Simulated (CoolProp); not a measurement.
Model: reference Helmholtz-energy equation of state, Tillner-Roth 1997, in CoolProp.

Question: Give the vapour pressure (MPa), enthalpy of vaporisation (kJ/kg), liquid cp (kJ/(kg K)), surface tension (mN/m) of saturated CH2F2 (R32) at -28.75, -9.45, 3.55 °C.

Answer: 
```
T (°C)  p (MPa)  enthalpy of vaporisation (kJ/kg)  liquid cp (kJ/(kg K))  surface tension (mN/m)
------  -------  --------------------------------  ---------------------  ----------------------
-28.75    0.288                               355                   1.63                    16.2
-9.45     0.594                               329                   1.70                    12.7
3.55      0.910                               310                   1.76                    10.4
```

Surface tension comes from a separate correlation (Mulero 2012).
